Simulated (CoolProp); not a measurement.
Vapour-liquid equilibrium of acetone (1) + water (2) at 392.8 K; x and y are mole fractions of (1).

Values from CoolProp's multi-fluid Helmholtz-energy mixture model, Lemmon 2006 and Wagner 2002; pair parameters Bell 2016.

| x | bubble pressure, mixture model (MPa) | bubble pressure, Raoult's law (MPa) | y, mixture model | y, Raoult's law |
|---|---|---|---|---|
| 0.05 | 0.2916 | 0.2167 | 0.349 | 0.138 |
| 0.2 | 0.4455 | 0.2772 | 0.611 | 0.433 |
| 0.35 | ___ | 0.3377 | 0.676 | 0.622 |
| 0.5 | ___ | 0.3982 | 0.716 | 0.753 |
| 0.65 | 0.5554 | 0.4588 | ___ | 0.850 |
| 0.8 | 0.5796 | 0.5193 | ___ | 0.924 |
| 0.95 | 0.5966 | 0.5798 | ___ | 0.983 |

**Question.** Some entries are withheld; supply them.

**Answer.** 
- 0.35, bubble pressure, mixture model (MPa): 0.5000
- 0.5, bubble pressure, mixture model (MPa): 0.5292
- 0.65, y, mixture model: 0.768
- 0.8, y, mixture model: 0.845
- 0.95, y, mixture model: 0.956

The largest gap from Raoult's law is +60.7 % in bubble pressure, at x = 0.2. No azeotrope shows between x = 0.05 and 0.95.

Pair parameters are fitted to limited data, so mixtures are less certain than the pure fluids. With so large a gap from Raoult's law the liquid may split in two, which this calculation doesn't test in full.
